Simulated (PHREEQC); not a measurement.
Make-up at 25 °C: 0.14 mol/kgw KH2PO4, 0.74 mol/kgw H2SO4 and 0.0024 mol/kgw NiSO4. Closed to the air; pH follows from the charge balance.

All values are PHREEQC results (ion-association model, wateq4f.dat), not measurements.

This is a speciation only: nothing precipitates in the calculation.

Q: Predict the pH, activity of water.

A: pH 0.30; activity of water 0.971.

Q: In which forms is P present?

A: H3PO4 98 %, H2PO4- 2.5 % of the P.

Ionic strength above about 0.7 mol/kgw puts this run outside the model's range. Species that the database lacks are ignored. H3PO4, which wateq4f.dat lacks, is added to it with the constant of phreeqc.dat. The database has no phosphate complexes of Ni.
